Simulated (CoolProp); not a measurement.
Properties of R113 along the isobar 1.01 bar.

Values from CoolProp's reference Helmholtz-energy equation of state, Marx 1992.

| T (K) | phase | Z | cp (kJ/(kg K)) | cv (kJ/(kg K)) | Joule-Thomson coefficient (K/MPa) | isothermal compressibility (1/MPa) | fugacity coefficient |
|---|---|---|---|---|---|---|---|
| 429.8 | gas | 0.9848 | 0.7675 | 0.7200 | 12.27 | 10.06 | 0.9850 |
| 435.6 | gas | 0.9854 | 0.7712 | 0.7238 | ___ | 10.05 | 0.9856 |
| 441.5 | gas | 0.9860 | 0.7749 | ___ | 11.45 | 10.04 | 0.9862 |
| 447.3 | gas | 0.9866 | 0.7785 | 0.7313 | 11.08 | 10.04 | 0.9868 |
| 453.2 | gas | 0.9872 | 0.7820 | 0.7350 | 10.72 | 10.03 | 0.9873 |
| 459 | gas | 0.9877 | 0.7855 | 0.7386 | 10.38 | 10.03 | 0.9879 |
| 464.9 | gas | 0.9882 | 0.7890 | 0.7422 | 10.06 | 10.02 | 0.9883 |
| 470.7 | gas | 0.9887 | 0.7923 | 0.7456 | ___ | 10.02 | 0.9888 |
| 476.6 | gas | 0.9892 | 0.7956 | 0.7490 | ___ | 10.01 | 0.9893 |
| 482.4 | gas | 0.9896 | ___ | 0.7523 | ___ | 10.01 | 0.9897 |
| 488.3 | gas | 0.9900 | 0.8021 | 0.7556 | ___ | 10.00 | 0.9901 |
| 494.1 | gas | 0.9904 | 0.8052 | 0.7588 | 8.667 | 9.998 | 0.9905 |
| 500 | gas | 0.9908 | 0.8083 | 0.7619 | 8.423 | 9.994 | 0.9908 |

Task: Fill in the missing entries.

Result: 
- 435.6, Joule-Thomson coefficient (K/MPa): 11.85
- 441.5, cv (kJ/(kg K)): 0.7276
- 470.7, Joule-Thomson coefficient (K/MPa): 9.754
- 476.6, Joule-Thomson coefficient (K/MPa): 9.461
- 482.4, cp (kJ/(kg K)): 0.7989
- 482.4, Joule-Thomson coefficient (K/MPa): 9.186
- 488.3, Joule-Thomson coefficient (K/MPa): 8.918
